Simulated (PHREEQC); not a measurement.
Dissolve 0.0022 mol Pb(NO3)2 and 9e-05 mol NaCl per kg of water at 15 °C. Closed to the air; pH follows from the charge balance.

Equilibrium calculation in PHREEQC: ion-association model, wateq4f.dat.

- pH: 5.25
- ionic strength: 0.00649 mol/kgw

```tsv
species	molality	activity	log γ
NO3-	0.00430	0.00395	-0.037
Pb+2	0.00209	0.00150	-0.146
PbNO3+	9.51e-5	8.75e-5	-0.036
Na+	9.00e-5	8.28e-5	-0.036
Cl-	8.60e-5	7.90e-5	-0.037
H+	6.04e-6	5.60e-6	-0.033
```

Precipitation was switched off in this run.
